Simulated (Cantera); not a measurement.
An isothermal, constant-pressure homogeneous reactor starts with NO : N₂ = 1 : 0.11 (molar parts), at 1675 K and 0.296 atm.

Model: GRI-Mech 3.0 (53 species, 325 reactions), integrated in Cantera.

**Question.** Predict: x(NO) at 5.00 s; x(N₂O) at 5.00 s; x(O₂) at 5.00 s; x(O) at 5.00 s; x(NO₂) at 5.00 s; x(N₂) at 5.00 s.

**Answer.** 
| Property | Result |
|---|---|
| x(NO) at 5.00 s | 0.753 (gas-phase equilibrium 0.00322) |
| x(N₂O) at 5.00 s | 0.000203 (gas-phase equilibrium 8.65e-8) |
| x(O₂) at 5.00 s | 0.0731 (gas-phase equilibrium 0.449) |
| x(O) at 5.00 s | 1.83e-5 (gas-phase equilibrium 4.20e-5) |
| x(NO₂) at 5.00 s | 0.000818 (gas-phase equilibrium 8.57e-6) |
| x(N₂) at 5.00 s | 0.173 (gas-phase equilibrium 0.548) |
